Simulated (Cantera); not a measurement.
Charge: 1 mol SiCl4, a varied amount of HCl, 1.2 mol H2, held at 975 °C and 41000 Pa.

These are equilibrium values from Cantera (NASA tables, ideal gas, pure condensed phases), not measurements of a reactor. Candidate condensed phases: Si; 19 gas species. The tables' values for SiCl3 are old estimates; treat these amounts as uncertain. Equilibrium is a limit: real reactors are often held back by kinetics, nucleation or transport.

### Question
At 1.3 mol HCl, list the 4 most abundant gas species with their mole fractions, and the condensed phases.

### Answer
HCl 0.385, H2 0.330, SiCl4 0.271, SiHCl3 0.00820. Condensed: gas only.
